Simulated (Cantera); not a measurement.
Cantera run, input and output.

```python
import numpy as np
import cantera as ct

gas = ct.Solution("gri30.yaml")
gas.TPX = 1273, 140000, {'N2O': 1}
reactor = ct.IdealGasConstPressureReactor(gas, energy="off", clone=False)
net = ct.ReactorNet([reactor])
net.rtol, net.atol = 1e-08, 1e-18
show = ['N2O', 'O2', 'O', 'NO', 'N2', 'NO2']
times = np.geomspace(3e-06, 10, 13)

steps = ct.SolutionArray(gas, extra=["t"])
rows = []
print(f"{'t/s':>10s}{'T/K':>9s}{'P/Pa':>11s}" + "".join(f"{s:>11s}" for s in show))
for t in times:
    while net.time < t:
        t_next = net.step()
        steps.append(gas.state, t=t_next)
    rows.append([np.interp(t, steps.t, y) for y in (steps.T, steps.P, *steps(*show).X.T)])
    print(f"{t:10.3e}{rows[-1][0]:9.1f}{rows[-1][1]:11.4g}" + "".join(f"{x:11.3e}" for x in rows[-1][2:]))
rate = np.gradient(steps.T, steps.t)
print("integrator steps:", len(steps.t))
if steps.T.max() > steps.T[0] + 200:
    print(f"time of steepest temperature rise: {steps.t[rate.argmax()]:.4e} s")
gas.TPX = 1273, 140000, {'N2O': 1}
gas.equilibrate("TP")
print(f"equilibrium (TP): T = {gas.T:.1f} K  " + "  ".join(f"{s} {gas[s].X[0]:.3e}" for s in show))
```

It prints:

```
       t/s      T/K       P/Pa        N2O         O2          O         NO         N2        NO2
 3.000e-06   1273.0    1.4e+05  1.000e+00  1.293e-06  2.910e-06  4.078e-07  5.700e-06  7.959e-13
 1.049e-05   1273.0    1.4e+05  1.000e+00  9.246e-06  4.702e-06  2.916e-06  2.465e-05  4.056e-11
 3.667e-05   1273.0    1.4e+05  9.998e-01  4.227e-05  4.916e-06  1.333e-05  9.613e-05  8.459e-10
 1.282e-04   1273.0    1.4e+05  9.994e-01  1.583e-04  4.916e-06  4.992e-05  3.466e-04  1.177e-08
 4.481e-04   1273.0    1.4e+05  9.980e-01  5.635e-04  4.914e-06  1.776e-04  1.221e-03  1.449e-07
 1.567e-03   1273.0    1.4e+05  9.931e-01  1.973e-03  4.907e-06  6.205e-04  4.264e-03  1.610e-06
 5.477e-03   1273.0    1.4e+05  9.763e-01  6.818e-03  4.876e-06  2.133e-03  1.473e-02  1.421e-05
 1.915e-02   1273.0    1.4e+05  9.208e-01  2.281e-02  4.746e-06  7.058e-03  4.926e-02  7.829e-05
 6.694e-02   1273.0    1.4e+05  7.605e-01  6.919e-02  4.322e-06  2.083e-02  1.492e-01  2.689e-04
 2.340e-01   1273.0    1.4e+05  4.361e-01  1.646e-01  3.202e-06  4.578e-02  3.530e-01  6.175e-04
 8.182e-01   1273.0    1.4e+05  1.115e-01  2.643e-01  1.290e-06  6.230e-02  5.611e-01  8.607e-04
 2.860e+00   1273.0    1.4e+05  4.047e-03  2.999e-01  1.065e-07  6.249e-02  6.326e-01  9.783e-04
 1.000e+01   1273.0    1.4e+05  1.192e-06  3.013e-01  5.025e-08  6.227e-02  6.354e-01  1.068e-03
integrator steps: 1155
equilibrium (TP): T = 1273.0 K  N2O 2.818e-08  O2 3.331e-01  O 5.281e-08  NO 3.852e-04  N2 6.665e-01  NO2 6.948e-06
```

Computed with Cantera and GRI-Mech 3.0 (53 species, 325 reactions). GRI-Mech 3.0 was tuned for natural gas; its chemistry of N2O as a main component is partial and can be far from experiment. The mechanism lacks the step 2 NO + O2 → 2 NO2, which can matter for NO2 below about 1400 K. The temperature is held fixed by assumption; the heat of reaction is taken as removed at once.
